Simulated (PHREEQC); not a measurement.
## Copper plating or etch bath: an equilibrium model

Consider water at 51 °C and 50 atm with 0.95 mmol/kgw Cu(NO3)2, 35 mmol/kgw H2SO4 and 5.5 mmol/kgw NaCl. Closed to the air; pH follows from the charge balance.

Computed with PHREEQC (ion-association model, phreeqc.dat).

Precipitation was switched off in this run.

Task: Predict the pH.

Result: pH 1.44.

Task: In which forms is S present?

Result: HSO4- 76 %, SO4-2 23 %, CuSO4 0.7 % of the S.

Complexes and solids missing from the database can't appear. Under pressure, the constants of complexes without a molar volume in the database are unreliable. Away from 25 °C the constants follow the database's enthalpies or fits; those with neither stay at their 25 °C values.
